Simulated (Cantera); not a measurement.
Input: 1 mol SiO2, 7.9 mol HF, 15 mol H2, at 1198.15 K and 1.80 Pa.

Method: chemical equilibrium by Gibbs-energy minimisation in Cantera with the NASA 1993 tables (ideal gas, pure condensed phases). Candidate condensed phases: H2O, Si, SiO2; 38 gas species. The tables hold silica as quartz up to 1696 K and as liquid above; real silica turns to tridymite and cristobalite and melts near 1996 K. Rates play no part.

Base state: H2 0.657, HF 0.334, H2O 0.00618, SiF4 0.00309, H 3.64e-5 (mole fractions); condensed: SiO2(β-quartz).

**Question.** What changes in the equilibrium state with this change: temperature from 1198.15 K to 1100 K?

**Answer.** 
```
species               before    after
-------------------  -------  -------
H2                     0.657    0.658
HF                     0.334    0.330
H2O                  0.00618  0.00841
SiF4                 0.00309  0.00420
H                    3.64e-5  4.94e-6
SiO2(β-quartz), mol    0.929    0.904
```
